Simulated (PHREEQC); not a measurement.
Solution (25 °C): 20 mmol/kgw (CH3)4NF, 88 mmol/kgw NH4F and 1.1 mmol/kgw (NH4)2SiF6. Closed to the air; pH follows from the charge balance.

Computed with PHREEQC (ion-association model, phreeqc.dat).

No solid was allowed to form.

Question: Order these F species by the share of F that they hold, largest first: HF, HF2-, SiF6-2, F-.

Answer: F- (94 %), SiF6-2 (5.4 %), HF (0.19 %), HF2- (0.16 %)

The pH is 5.74 and the ionic strength 0.111 mol/kgw. Complexes and solids missing from the database can't appear. (CH3)4N+ isn't in the database: it is added as a free cation with an ion size of 4 Å. SiF6-2 is the database's only silicon fluoride.
